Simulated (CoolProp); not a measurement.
A single-stage vapour-compression cycle with R125: evaporating at 229.15 K (dew point), condensing at 266.15 K (bubble point), superheat 2 K, subcooling 5 K, compressor efficiency 0.65, no pressure losses. Each further row changes one setting.

Values from CoolProp's reference Helmholtz-energy equation of state, Lemmon 2005.

```
case                              cooling COP  pressure ratio  discharge temperature (K)  refrigerating effect (kJ/kg)  volumetric capacity (kJ/m³)
--------------------------------  -----------  --------------  -------------------------  ----------------------------  ---------------------------
as stated                                3.49            4.33                      286.9                           126                         1020
evaporating temperature 234.15 K         4.23            3.44                      283.7                           129                         1290
condensing temperature 261.15 K          4.16            3.65                      280.2                           132                         1070
subcooling 10 K                          3.66            4.33                      286.9                           132                         1070
superheat 12 K                           3.51            4.33                      297.6                           133                         1020
compressor efficiency 0.55               2.96            4.33                      294.7                           126                         1020
```
